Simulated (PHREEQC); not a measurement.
Consider water at 20 °C with 14 mmol/kgw MnCl2. Closed to the air; pH follows from the charge balance.

Model: ion-association model, wateq4f.dat, run in PHREEQC.

The pH comes out as 6.45 and the ionic strength is 0.0405 mol/kgw.

```tsv
species	molality	activity	log γ
Cl-	0.0272	0.0226	-0.082
Mn+2	0.0132	0.00677	-0.292
MnCl+	0.000742	0.000622	-0.077
MnCl2	6.07e-6	6.12e-6	0.004
H+	4.10e-7	3.54e-7	-0.064
MnOH+	3.87e-7	3.24e-7	-0.077
MnCl3-	4.54e-8	3.80e-8	-0.077
```

This is a speciation only: nothing precipitates in the calculation. Species that the database lacks are ignored.
